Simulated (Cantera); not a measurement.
Cantera run:

```python
import numpy as np
import cantera as ct

gas_names = """
    H HO2 H2 H2O H2O2 O OH O2 O3 Si SiH SiH2 SiH3 SiH4 SiO SiO2 Si2 Si3
""".split()
cond_names = """
    H2O(s) H2O(L) Si(cr) Si(L) SiO2(Lqz) SiO2(hqz) SiO2(L)
""".split()


# ... load() reads the species with a 1 bar reference pressure and builds the phases ...
atoms = {
    'Si': {'Si': 1},
    'H2O': {'H': 2, 'O': 1},
    'H2': {'H': 2},
}
top_T = {}  # K; cautious upper limits of use, not melting points


# ... equilibrate(T, P, feed) seeds the gas with the atoms and calls Mixture.equilibrate('TP', solver="vcs", rtol=1e-11, max_steps=5000) ...
results = []
feed = {'Si': 1, 'H2O': 0.067, 'H2': 6.7}  # mol
P = 5700  # Pa
for T in [1048, 1148, 1248, 1348, 1448, 1548, 1648, 1748, 1848, 1948]:
    mix = equilibrate(T, P, feed)
    results.append((T, P, feed, dict(zip(mix.species_names, mix.species_moles))))

top = {s: max(r[3][s] / sum(r[3][g] for g in gas_names) for r in results) for s in gas_names}
cols = sorted((s for s in top if top[s] > 1e-06), key=lambda s: -top[s])[:7]
seen = [c for c in cond_names if any(r[3].get(c, 0) > 1e-12 for r in results)]
print("log10 of partial pressures in bar; condensed amounts in mol")
print(f"{'T/K':>10s}" + "".join(f"{s[:9]:>10s}" for s in cols + seen))
for T, P, feed, n in results:
    ng = sum(n[g] for g in gas_names)
    print(f"{T:10.4g}" + "".join(f"{np.log10(max(n[s] / ng * P / 1e5, 1e-99)):10.3f}" for s in cols)
          + "".join(f"{n.get(c, 0):10.4g}" for c in seen))
```

It prints:

```
log10 of partial pressures in bar; condensed amounts in mol
       T/K        H2       SiO         H        Si      SiH2       SiH       Si2    Si(cr)     Si(L) SiO2(hqz)
      1048    -1.244    -8.453    -8.734   -14.680   -10.694   -13.643   -19.599    0.9665         0    0.0335
      1148    -1.244    -6.951    -7.767   -12.739    -9.645   -12.033   -17.069    0.9665         0   0.03349
      1248    -1.244    -5.694    -6.953   -11.110    -8.765   -10.685   -14.948    0.9664         0   0.03338
      1348    -1.244    -4.628    -6.258    -9.726    -8.016    -9.539   -13.145    0.9651         0    0.0321
      1448    -1.246    -3.712    -5.658    -8.534    -7.371    -8.554   -11.594    0.9549         0   0.02193
      1548    -1.248    -3.253    -5.136    -7.498    -6.813    -7.699   -10.247     0.933         0         0
      1648    -1.249    -3.253    -4.675    -6.589    -6.320    -6.949    -9.066    0.9329         0         0
      1748    -1.249    -3.253    -4.266    -5.837    -5.937    -6.337    -8.126         0    0.9326         0
      1848    -1.249    -3.253    -3.900    -5.203    -5.630    -5.829    -7.360         0    0.9318         0
      1948    -1.251    -3.254    -3.572    -4.634    -5.357    -5.374    -6.674         0    0.9291         0
```

Equilibrium computed with Cantera from the NASA thermochemical tables; the gas is ideal and each condensed phase is pure. Mutual solubility and eutectic melting of coexisting phases are not modelled. The tables hold silica as quartz up to 1696 K and as liquid above; real silica turns to tridymite and cristobalite and melts near 1996 K. Gases not in the tables: Si2H6 and higher silanes.
